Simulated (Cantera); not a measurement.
Input (Python, Cantera) and output of one run.

```python
import numpy as np
import cantera as ct

gas_names = """
    CL CL2 H HCL H2 N NH NH2 NH3 N2 N2H2 N2H4 Si SiCL SiCL2 SiCL3 SiCL4 SiH SiHCL3 SiH2 SiH2CL2 SiH3
    SiH3CL SiH4 SiN Si2 Si2N Si3
""".split()
cond_names = """
    NH4CL(a) NH4CL(b) Si(cr) Si(L) Si3N4(a)
""".split()


# ... load() reads the species with a 1 bar reference pressure and builds the phases ...
atoms = {
    'Si2Cl6': {'Si': 2, 'CL': 6},
    'N2': {'N': 2},
    'H2': {'H': 2},
}
top_T = {'Si3N4(a)': 2400}  # K; cautious upper limits of use, not melting points


# ... equilibrate(T, P, feed) seeds the gas with the atoms and calls Mixture.equilibrate('TP', solver="vcs", rtol=1e-11, max_steps=5000) ...
results = []
feed = {'Si2Cl6': 1, 'N2': 4.6, 'H2': 3.4}  # mol
P = 690  # Pa
for T in [925, 1075, 1225, 1375, 1525, 1675, 1825, 1975]:
    mix = equilibrate(T, P, feed)
    results.append((T, P, feed, dict(zip(mix.species_names, mix.species_moles))))

top = {s: max(r[3][s] / sum(r[3][g] for g in gas_names) for r in results) for s in gas_names}
cols = sorted((s for s in top if top[s] > 0.0001), key=lambda s: -top[s])[:5]
seen = [c for c in cond_names if any(r[3].get(c, 0) > 1e-12 for r in results)]
print("log10 of partial pressures in bar; condensed amounts in mol")
print(f"{'T/K':>10s}" + "".join(f"{s[:9]:>10s}" for s in cols + seen))
for T, P, feed, n in results:
    ng = sum(n[g] for g in gas_names)
    print(f"{T:10.4g}" + "".join(f"{np.log10(max(n[s] / ng * P / 1e5, 1e-99)):10.3f}" for s in cols)
          + "".join(f"{n.get(c, 0):10.4g}" for c in seen))
```

Result:

```
log10 of partial pressures in bar; condensed amounts in mol
       T/K        N2       HCL        H2     SiCL2     SiCL4  Si3N4(a)
       925    -2.567    -2.612    -2.899    -8.698    -3.316    0.4455
      1075    -2.574    -2.579    -2.937    -6.500    -3.367    0.4678
      1225    -2.577    -2.560    -2.963    -4.862    -3.431    0.4762
      1375    -2.575    -2.581    -2.965    -3.682    -3.659     0.415
      1525    -2.556    -2.725    -2.890    -3.084    -4.516    0.1845
      1675    -2.539    -2.915    -2.816    -2.914    -5.689         0
      1825    -2.540    -2.909    -2.822    -2.911    -6.407         0
      1975    -2.544    -2.904    -2.835    -2.920    -7.016         0
```

Cantera equilibrium calculation (NASA polynomials, part measured and part estimated; ideal gas, pure solids and liquids). The feed counts by its element totals alone. N2 is the only nitrogen source here; it is nearly inert below about 1500 K, so the nitride shown seldom forms there in practice. The tables' values for SiCl3, SiCl, SiN are old estimates; treat these amounts as uncertain.
